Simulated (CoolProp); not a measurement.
Vapour-liquid equilibrium of n-octane (1) + ethylbenzene (2) at 18.9 kPa; x and y are mole fractions of (1).

Computed with CoolProp (multi-fluid Helmholtz-energy mixture model, Beckmüller 2019 and Zhou 2012; pair parameters Bell 2016).

```csv
x,bubble temperature (K),y at the bubble point,dew temperature at overall composition x (K),liquid density (mol/L)
0.05,355.2,0.086,355.7,7.518
0.125,353.9,0.197,354.8,7.346
0.2,352.7,0.291,353.8,7.181
0.275,351.8,0.374,352.9,7.021
0.35,351.0,0.448,352.1,6.867
0.425,350.3,0.516,351.2,6.719
0.5,349.7,0.581,350.4,6.577
0.575,349.2,0.642,349.7,6.440
0.65,348.7,0.702,349.1,6.308
0.725,348.4,0.763,348.6,6.181
0.8,348.1,0.824,348.2,6.059
0.875,347.8,0.887,347.9,5.941
0.95,347.7,0.953,347.7,5.828
```

No azeotrope shows between x = 0.05 and 0.95.

The pair parameters rest on a limited set of measurements; away from them the model extrapolates.
